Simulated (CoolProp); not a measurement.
Saturation properties of C3F8 (R218).

The numbers come from the reference Helmholtz-energy equation of state, Lemmon 2006 in CoolProp. It is a short technical equation, of lower accuracy than the large ones.

```tsv
T (K)	p (bar)	liquid density (kg/m³)	vapour density (kg/m³)	liquid cp (kJ/(kg K))	liquid conductivity (mW/(m K))
225.3	0.5967	?	6.221	0.9510	65.0
229.9	0.7491	1637	7.703	0.9608	63.8
234.5	0.9307	1619	9.451	0.9709	?
239.2	1.150	1600	11.54	0.9815	61.3
243.8	1.402	1582	13.93	0.9922	60.0
248.4	1.694	1563	16.68	1.003	58.8
253.1	?	1544	19.92	1.015	57.5
257.7	2.426	1524	23.55	1.027	?
262.3	2.867	1504	27.69	1.040	54.9
267	3.377	1483	32.51	1.054	53.6
271.6	3.940	1462	37.86	1.068	52.4
276.2	4.571	1440	43.91	1.083	51.1
280.9	5.291	1417	50.92	1.099	49.9
```

Question: What belongs in the gaps?

Answer: 
- 225.3, liquid density (kg/m³): 1654
- 234.5, liquid conductivity (mW/(m K)): 62.5
- 253.1, p (bar): 2.039
- 257.7, liquid conductivity (mW/(m K)): 56.2

It boils at 236.4 K under 1 atm.

Thermal conductivity comes from a separate model (Huber 2003), an estimate that may be off by 10 % or more.
